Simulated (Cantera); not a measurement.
# Hydrocarbon pyrolysis for carbon deposition

An isothermal, constant-pressure homogeneous reactor starts with 25.0 % CH₄, 75.0 % H₂, at 1450 K and 0.00178 atm.

Detailed kinetics in Cantera: GRI-Mech 3.0 (53 species, 325 reactions). GRI-Mech 3.0 stops at C3 and has no aromatics, soot or wall deposition, so with more carbon than oxygen in the feed, carbon stays in small species such as C2H2 where larger ones or solid carbon would form. Radical loss at walls, strong at low pressure, is not modelled.

```csv
t (s),x CH₄,x H₂,x C₂H₄,x C₂H₂,x CH₂,x C₂H,x H
2.00e-5,0.250,0.750,<1e-12,<1e-12,<1e-12,<1e-12,2.15e-9
4.92e-5,0.250,0.750,<1e-12,<1e-12,<1e-12,<1e-12,4.86e-9
0.000121,0.250,0.750,<1e-12,<1e-12,<1e-12,<1e-12,9.95e-9
0.000298,0.250,0.750,<1e-12,<1e-12,<1e-12,<1e-12,1.79e-8
0.000734,0.250,0.750,<1e-12,<1e-12,<1e-12,<1e-12,3.16e-8
0.00181,0.250,0.750,<1e-12,<1e-12,<1e-12,<1e-12,6.35e-8
0.00445,0.250,0.750,4.24e-12,<1e-12,<1e-12,<1e-12,1.42e-7
0.0110,0.250,0.750,7.28e-11,<1e-12,<1e-12,<1e-12,3.35e-7
0.0270,0.250,0.750,1.16e-9,1.11e-12,4.32e-12,<1e-12,8.11e-7
0.0664,0.250,0.750,1.76e-8,4.48e-11,2.65e-11,<1e-12,1.98e-6
0.163,0.250,0.750,2.63e-7,1.92e-9,1.60e-10,<1e-12,4.85e-6
0.402,0.250,0.750,3.90e-6,9.43e-8,9.49e-10,<1e-12,1.19e-5
0.990,0.250,0.750,5.55e-5,5.47e-6,5.45e-9,<1e-12,2.91e-5
2.44,0.248,0.751,0.000548,0.000282,2.34e-8,3.23e-11,6.29e-5
6.00,0.237,0.757,0.00125,0.00380,3.32e-8,5.37e-10,7.83e-5
```
x: mole fraction; the columns are a selection and need not sum to one.

Equilibrium at this temperature and pressure: CH₄ 0.000717, H₂ 0.899, C₂H₄ 7.63e-5, C₂H₂ 0.0996, CH₂ 6.27e-10, C₂H 3.22e-8, H 0.000213 (gas phase only).
